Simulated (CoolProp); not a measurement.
Computed with CoolProp (reference Helmholtz-energy equation of state, Schmidt 1985).

Question: For oxygen, give the phase and the density (kg/m³), cv (kJ/(kg K)), Joule-Thomson coefficient (K/MPa), expansivity (1/kK) at -150.35 °C and 27800 kPa; -130.95 °C and 27800 kPa; -63.25 °C and 27800 kPa.

Answer: 
- -150.35 °C and 27800 kPa: liquid; density 1060, cv 0.879, Joule-Thomson coefficient -0.293, expansivity 4.05
- -130.95 °C and 27800 kPa: liquid; density 973, cv 0.838, Joule-Thomson coefficient -0.206, expansivity 4.70
- -63.25 °C and 27800 kPa: supercritical; density 640, cv 0.755, Joule-Thomson coefficient 0.495, expansivity 7.39
